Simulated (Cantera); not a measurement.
Input (Python, Cantera) and output of one run.

```python
import numpy as np
import cantera as ct

gas_names = """
    H H2 N NH NH2 NH3 N2 N2H2 N2H4 Si SiH SiH2 SiH3 SiH4 SiN Si2 Si2N Si3
""".split()
cond_names = """
    Si(cr) Si(L) Si3N4(a)
""".split()


# ... load() reads the species with a 1 bar reference pressure and builds the phases ...
atoms = {
    'SiH4': {'Si': 1, 'H': 4},
    'NH3': {'N': 1, 'H': 3},
}
top_T = {'Si3N4(a)': 2400}  # K; cautious upper limits of use, not melting points


# ... equilibrate(T, P, feed) seeds the gas with the atoms and calls Mixture.equilibrate('TP', solver="vcs", rtol=1e-11, max_steps=5000) ...
results = []
feed = {'SiH4': 1, 'NH3': 0.24}  # mol
T = 1223.15  # K
P = 13332.2  # Pa
mix = equilibrate(T, P, feed)
results.append((T, P, feed, dict(zip(mix.species_names, mix.species_moles))))
x = sorted(zip(gas.X, gas.species_names), reverse=True)
print(f"T = {T:g} K  P = {P:g} Pa  gas = {mix.phase_moles(0):.4g} mol")
print("   x: " + "  ".join(f"{s} {v:.3e}" for v, s in x if v > 0.001))
print("   condensed (mol): " + ("  ".join(f"{mix.phase(i).name} {mix.phase_moles(i):.4g}"
      for i in range(1, mix.n_phases) if mix.phase_moles(i) > 1e-12) or "none"))
```

It prints:

```
T = 1223.15 K  P = 13332.2 Pa  gas = 2.36 mol
   x: H2 1.000e+00
   condensed (mol): Si(cr) 0.82  Si3N4(a) 0.06
```

Equilibrium computed with Cantera from the NASA thermochemical tables; the gas is ideal and each condensed phase is pure. Mutual solubility and eutectic melting of coexisting phases are not modelled.
